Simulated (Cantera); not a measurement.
## Equilibrium for boron, boron nitride and boron oxide: BF3 + H2O + N2

Input: 1 mol BF3, a varied amount of H2O, 3.3 mol N2, at 3.10 mbar.

Method: chemical equilibrium by Gibbs-energy minimisation in Cantera with the NASA 1993 tables (ideal gas, pure condensed phases). Candidate condensed phases: B, BN, B2O3, B3O3H3, H2O; 62 gas species. The tables' values for BF2 are old estimates. Gases not in the tables: H3BO3. Equilibrium is a limit: real reactors are often held back by kinetics, nucleation or transport.

Task: Map the stable condensed phases over T = 750, 800, 850, 900, 950, 1000, 1050, 1100, 1150, 1200, 1250, 1300, 1350, 1400 K and n(H2O) in mol = 0.34, 0.54, 0.85, 1.4, 2.2, 3.4, 5.5, 8.7, 14.

Result: 
```
T in K \ n(H2O) in mol
         0.34 0.54 0.85  1.4  2.2  3.4  5.5  8.7   14
   1400     A    A    A    A    A    A    A    A    A
   1350     A    A    A    A    A    A    A    A    A
   1300     A    A    A    A    A    A    A    A    A
   1250     A    A    A    B    B    B    B    B    B
   1200     A    A    B    B    B    B    B    B    B
   1150     A    B    B    B    B    B    B    B    B
   1100     A    B    B    B    B    B    B    B    B
   1050     A    B    B    B    B    B    B    B    B
   1000     A    B    B    B    B    B    B    B    B
    950     A    B    B    B    B    B    B    B    B
    900     A    B    B    B    B    B    B    B    B
    850     A    B    B    B    B    B    B    B    B
    800     A    B    B    B    B    B    B    B    B
    750     A    B    B    B    B    B    B    B    B
```
A: gas only; B: B2O3.
